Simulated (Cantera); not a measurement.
What does this Cantera script print?

```python
import numpy as np
import cantera as ct

gas = ct.Solution("h2o2.yaml")
gas.TPX = 1125, 1333, {'H2': 0.015, 'O2': 1, 'N2': 1.1}
inlet = ct.Reservoir(gas, clone=True)

reactor = ct.IdealGasConstPressureReactor(gas, energy="off", clone=False)
exhaust = ct.Reservoir(gas, clone=True)
tau = [3.3, 1.3, 0.51, 0.2, 0.077, 0.03, 0.012, 0.0046][0]
for a, b in ((inlet, reactor), (reactor, exhaust)):
    ct.MassFlowController(a, b, mdot=lambda t: reactor.mass / tau)
net = ct.ReactorNet([reactor])
show = ['H2', 'O2', 'O', 'HO2', 'H2O2', 'H', 'H2O']

rows = []
print(f"{'tau/s':>10s}{'T/K':>9s}" + "".join(f"{s:>11s}" for s in show))
for tau in [3.3, 1.3, 0.51, 0.2, 0.077, 0.03, 0.012, 0.0046]:
    net.initial_time = 0.0
    net.advance(30 * tau)
    before = gas.X
    net.advance(40 * tau)
    drift = np.max(np.abs(gas.X - before) / (gas.X + 1e-9))
    rows.append([gas.T, *gas[show].X, drift])
    print(f"{tau:10.3e}{gas.T:9.1f}" + "".join(f"{x:11.3e}" for x in gas[show].X))
```

Result:

```
     tau/s      T/K         H2         O2          O        HO2       H2O2          H        H2O
 3.300e+00   1125.0  3.200e-05  4.704e-01  6.801e-04  3.496e-07  1.184e-08  2.343e-05  6.990e-03
 1.300e+00   1125.0  5.408e-05  4.700e-01  1.158e-03  4.702e-07  1.386e-08  5.407e-05  6.922e-03
 5.100e-01   1125.0  9.286e-05  4.695e-01  1.859e-03  6.121e-07  1.625e-08  1.169e-04  6.812e-03
 2.000e-01   1125.0  1.645e-04  4.688e-01  2.718e-03  7.689e-07  1.961e-08  2.276e-04  6.633e-03
 7.700e-02   1125.0  3.100e-04  4.682e-01  3.514e-03  9.373e-07  2.536e-08  3.914e-04  6.340e-03
 3.000e-02   1125.0  6.118e-04  4.679e-01  3.908e-03  1.103e-06  3.519e-08  5.742e-04  5.868e-03
 1.200e-02   1125.0  1.224e-03  4.681e-01  3.731e-03  1.238e-06  4.936e-08  7.039e-04  5.109e-03
 4.600e-03   1125.0  2.531e-03  4.691e-01  2.883e-03  1.297e-06  6.188e-08  6.598e-04  3.781e-03
```

Detailed kinetics in Cantera: the H2/O2 subset of GRI-Mech 3.0, which has no nitrogen chemistry. Radical loss at walls, strong at low pressure, is not modelled.
